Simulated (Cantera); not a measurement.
Mixture: CO : H2 : O2 : N2 = 1 : 0.3 : 0.361 : 1.36 (molar parts), at 1.01 bar, adiabatic and at constant volume. Ignition delay is the time to a rise of 400 K.

Detailed kinetics in Cantera: GRI-Mech 3.0 (53 species, 325 reactions). Where the delays flatten at high temperature, the 400 K rule measures the pace of heat release, not the induction time.

Task: Predict: delay at 950 K; delay at 1100 K; delay at 1250 K; delay at 1400 K; delay at 1550 K.

Result: 
```json
{
 "delay at 950 K": "1.60 ms",
 "delay at 1100 K": "0.125 ms",
 "delay at 1250 K": "54.1 µs",
 "delay at 1400 K": "33.4 µs",
 "delay at 1550 K": "25.5 µs"
}
```
